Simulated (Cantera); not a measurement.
Cantera run, input and output.

```python
import numpy as np
import cantera as ct

gas = ct.Solution("gri30.yaml")
gas.TPX = 375, 101325, {'CH4': 1, 'H2': 1.1, 'O2': 2.74, 'N2': 10.3}
inlet = ct.Reservoir(gas, clone=True)
gas.equilibrate("HP")  # start burning
reactor = ct.IdealGasConstPressureReactor(gas, energy="on", clone=False)
exhaust = ct.Reservoir(gas, clone=True)
tau = [0.022, 0.013, 0.0073, 0.0042, 0.0025, 0.0014, 0.00083, 0.00048, 0.00028, 0.00016, 9.4e-05, 5.5e-05, 3.2e-05][0]
for a, b in ((inlet, reactor), (reactor, exhaust)):
    ct.MassFlowController(a, b, mdot=lambda t: reactor.mass / tau)
net = ct.ReactorNet([reactor])
show = ['CH4', 'H2', 'O2', 'H', 'HO2']

rows = []
print(f"{'tau/s':>10s}{'T/K':>9s}" + "".join(f"{s:>11s}" for s in show))
for tau in [0.022, 0.013, 0.0073, 0.0042, 0.0025, 0.0014, 0.00083, 0.00048, 0.00028, 0.00016, 9.4e-05, 5.5e-05, 3.2e-05]:
    net.initial_time = 0.0
    net.advance(30 * tau)
    before = gas.X
    net.advance(40 * tau)
    drift = np.max(np.abs(gas.X - before) / (gas.X + 1e-9))
    rows.append([gas.T, *gas[show].X, drift])
    print(f"{tau:10.3e}{gas.T:9.1f}" + "".join(f"{x:11.3e}" for x in gas[show].X))
```

Output:

```
     tau/s      T/K        CH4         H2         O2          H        HO2
 2.200e-02   2216.4  7.377e-06  4.208e-03  1.655e-02  8.249e-04  1.801e-06
 1.300e-02   2199.1  1.088e-05  4.960e-03  1.739e-02  1.095e-03  2.065e-06
 7.300e-03   2173.7  1.636e-05  6.053e-03  1.855e-02  1.554e-03  2.512e-06
 4.200e-03   2142.8  2.404e-05  7.361e-03  1.988e-02  2.213e-03  3.153e-06
 2.500e-03   2108.1  3.462e-05  8.801e-03  2.132e-02  3.084e-03  3.996e-06
 1.400e-03   2063.0  5.278e-05  1.061e-02  2.313e-02  4.412e-03  5.271e-06
 8.300e-04   2016.9  7.873e-05  1.237e-02  2.494e-02  5.971e-03  6.766e-06
 4.800e-04   1963.6  1.230e-04  1.428e-02  2.703e-02  7.974e-03  8.737e-06
 2.800e-04   1906.8  1.978e-04  1.616e-02  2.937e-02  1.023e-02  1.117e-05
 1.600e-04   1843.8  3.404e-04  1.810e-02  3.232e-02  1.264e-02  1.445e-05
 9.400e-05   1780.0  6.100e-04  2.004e-02  3.610e-02  1.451e-02  1.892e-05
 5.500e-05   1708.4  1.239e-03  2.274e-02  4.214e-02  1.501e-02  2.690e-05
 3.200e-05    375.0  6.605e-02  7.266e-02  1.810e-01  7.678e-25  2.460e-18
```

Cantera simulation using GRI-Mech 3.0 (53 species, 325 reactions); the numbers are that mechanism's predictions, not measurements.
